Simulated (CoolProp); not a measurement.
A simple Rankine cycle with n-perfluorobutane: condensing at 300.15 K, boiler at 1.18 MPa, turbine inlet 369 K, turbine efficiency 0.9, pump efficiency 0.6, no recuperator. Each further row changes one setting.

The numbers come from the reference Helmholtz-energy equation of state, Gao 2022 in CoolProp.

| case | thermal efficiency (%) | net work (kJ/kg) | heat in (kJ/kg) | turbine exit temperature (K) | volume ratio over the turbine |
|---|---|---|---|---|---|
| as stated | 9.1 | 12.8 | 141 | 344.6 | 4.80 |
| turbine inlet 389 K | 8.7 | 14.0 | 161 | 365.4 | 4.56 |
| condensing temperature 292.15 K | 10.2 | 15.3 | 150 | 341.1 | 6.25 |
| boiler pressure 0.826 MPa | 7.1 | 10.2 | 145 | 352.2 | 3.09 |
| turbine efficiency 0.8 | 8.0 | 11.2 | 141 | 346.3 | 4.83 |
